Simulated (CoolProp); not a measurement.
Saturation properties of n-heptane.

Values from CoolProp's reference Helmholtz-energy equation of state, Span 2003. It is a short technical equation, of lower accuracy than the large ones.

```json
[
 {"T (K)": "245.6", "p (MPa)": "0.0002209", "vapour density (kg/m³)": "0.01084", "liquid viscosity (µPa s)": "773", "liquid conductivity (mW/(m K))": "138"},
 {"T (K)": "253.4", "p (MPa)": "0.0004016", "vapour density (kg/m³)": "0.01911", "liquid viscosity (µPa s)": "685", "liquid conductivity (mW/(m K))": "136"},
 {"T (K)": "261.3", "p (MPa)": "0.0007045", "vapour density (kg/m³)": "0.03254", "liquid viscosity (µPa s)": "612", "liquid conductivity (mW/(m K))": "133"},
 {"T (K)": "269.1", "p (MPa)": "0.001181", "vapour density (kg/m³)": "0.05298", "liquid viscosity (µPa s)": "550", "liquid conductivity (mW/(m K))": "…"},
 {"T (K)": "276.9", "p (MPa)": "0.001911", "vapour density (kg/m³)": "0.08341", "liquid viscosity (µPa s)": "…", "liquid conductivity (mW/(m K))": "129"},
 {"T (K)": "284.7", "p (MPa)": "0.002996", "vapour density (kg/m³)": "…", "liquid viscosity (µPa s)": "453", "liquid conductivity (mW/(m K))": "…"},
 {"T (K)": "292.6", "p (MPa)": "0.004589", "vapour density (kg/m³)": "0.1901", "liquid viscosity (µPa s)": "414", "liquid conductivity (mW/(m K))": "…"},
 {"T (K)": "300.4", "p (MPa)": "0.006807", "vapour density (kg/m³)": "…", "liquid viscosity (µPa s)": "380", "liquid conductivity (mW/(m K))": "121"}
]
```

Q: Complete the blanks.

A: 
- 269.1, liquid conductivity (mW/(m K)): 131
- 276.9, liquid viscosity (µPa s): 498
- 284.7, vapour density (kg/m³): 0.1274
- 284.7, liquid conductivity (mW/(m K)): 126
- 292.6, liquid conductivity (mW/(m K)): 124
- 300.4, vapour density (kg/m³): 0.2752

It boils at 371.5 K under 1 atm.

Viscosity comes from a separate model (Michailidou 2014). Thermal conductivity comes from a separate model (Assael 2013).
